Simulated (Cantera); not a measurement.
Input (Python, Cantera) and output of one run.

```python
import numpy as np
import cantera as ct

gas_names = """
    H HO2 H2 H2O H2O2 H2S H2SO4 O OH O2 O3 S SH SO SO2 SO3 S2 S2O S8
""".split()
cond_names = """
    H2O(s) H2O(L) H2SO4(L) S(cr1) S(cr2) S(L)
""".split()


# ... load() reads the species with a 1 bar reference pressure and builds the phases ...
atoms = {
    'SO2': {'S': 1, 'O': 2},
    'H2': {'H': 2},
}
top_T = {}  # K; cautious upper limits of use, not melting points


# ... equilibrate(T, P, feed) seeds the gas with the atoms and calls Mixture.equilibrate('TP', solver="vcs", rtol=1e-11, max_steps=5000) ...
results = []
feed = {'SO2': 1, 'H2': 1.1}  # mol
P = 1333.22  # Pa
for T in [2973, 3023, 3073, 3123, 3173, 3223, 3273, 3323, 3373]:
    mix = equilibrate(T, P, feed)
    results.append((T, P, feed, dict(zip(mix.species_names, mix.species_moles))))
    x = sorted(zip(gas.X, gas.species_names), reverse=True)
    print(f"T = {T:g} K  P = {P:g} Pa  gas = {mix.phase_moles(0):.4g} mol")
    print("   x: " + "  ".join(f"{s} {v:.3e}" for v, s in x if v > 1e-06))
    print("   condensed (mol): " + ("  ".join(f"{mix.phase(i).name} {mix.phase_moles(i):.4g}"
          for i in range(1, mix.n_phases) if mix.phase_moles(i) > 1e-12) or "none"))
```

Output:

```
T = 2973 K  P = 1333.22 Pa  gas = 3.459 mol
   x: H 3.461e-01  O 1.617e-01  SO 1.457e-01  S 8.218e-02  H2 7.572e-02  OH 5.755e-02  SO2 5.444e-02  H2O 3.872e-02  O2 3.279e-02  SH 3.386e-03  S2 1.650e-03  H2S 3.542e-05  S2O 2.685e-05  HO2 2.124e-06  SO3 1.049e-06
   condensed (mol): none
T = 3023 K  P = 1333.22 Pa  gas = 3.665 mol
   x: H 3.665e-01  O 1.889e-01  SO 1.338e-01  S 9.250e-02  H2 6.244e-02  OH 5.265e-02  SO2 4.019e-02  O2 3.172e-02  H2O 2.653e-02  SH 3.137e-03  S2 1.560e-03  H2S 2.673e-05  S2O 2.201e-05  HO2 1.878e-06
   condensed (mol): none
T = 3073 K  P = 1333.22 Pa  gas = 3.867 mol
   x: H 3.828e-01  O 2.154e-01  SO 1.206e-01  S 1.034e-01  H2 5.058e-02  OH 4.684e-02  O2 2.959e-02  SO2 2.878e-02  H2O 1.763e-02  SH 2.870e-03  S2 1.467e-03  H2S 1.981e-05  S2O 1.771e-05  HO2 1.587e-06
   condensed (mol): none
T = 3123 K  P = 1333.22 Pa  gas = 4.058 mol
   x: H 3.952e-01  O 2.405e-01  S 1.144e-01  SO 1.066e-01  OH 4.069e-02  H2 4.039e-02  O2 2.675e-02  SO2 2.002e-02  H2O 1.143e-02  SH 2.590e-03  S2 1.366e-03  H2S 1.442e-05  S2O 1.394e-05  HO2 1.290e-06
   condensed (mol): none
T = 3173 K  P = 1333.22 Pa  gas = 4.235 mol
   x: H 4.040e-01  O 2.637e-01  S 1.253e-01  SO 9.245e-02  OH 3.468e-02  H2 3.194e-02  O2 2.353e-02  SO2 1.355e-02  H2O 7.278e-03  SH 2.306e-03  S2 1.255e-03  S2O 1.071e-05  H2S 1.035e-05  HO2 1.016e-06
   condensed (mol): none
T = 3223 K  P = 1333.22 Pa  gas = 4.394 mol
   x: H 4.102e-01  O 2.844e-01  S 1.356e-01  SO 7.874e-02  OH 2.911e-02  H2 2.511e-02  O2 2.023e-02  SO2 8.963e-03  H2O 4.574e-03  SH 2.030e-03  S2 1.136e-03  S2O 8.048e-06  H2S 7.340e-06
   condensed (mol): none
T = 3273 K  P = 1333.22 Pa  gas = 4.533 mol
   x: H 4.142e-01  O 3.024e-01  S 1.450e-01  SO 6.598e-02  OH 2.416e-02  H2 1.969e-02  O2 1.707e-02  SO2 5.808e-03  H2O 2.855e-03  SH 1.768e-03  S2 1.012e-03  S2O 5.914e-06  H2S 5.161e-06
   condensed (mol): none
T = 3323 K  P = 1333.22 Pa  gas = 4.653 mol
   x: H 4.169e-01  O 3.178e-01  S 1.533e-01  SO 5.453e-02  OH 1.990e-02  H2 1.546e-02  O2 1.419e-02  SO2 3.703e-03  H2O 1.777e-03  SH 1.527e-03  S2 8.881e-04  S2O 4.264e-06  H2S 3.611e-06
   condensed (mol): none
T = 3373 K  P = 1333.22 Pa  gas = 4.755 mol
   x: H 4.185e-01  O 3.307e-01  S 1.606e-01  SO 4.456e-02  OH 1.631e-02  H2 1.217e-02  O2 1.166e-02  SO2 2.333e-03  SH 1.311e-03  H2O 1.108e-03  S2 7.695e-04  S2O 3.026e-06  H2S 2.520e-06
   condensed (mol): none
```

Cantera equilibrium calculation (NASA polynomials, part measured and part estimated; ideal gas, pure solids and liquids).
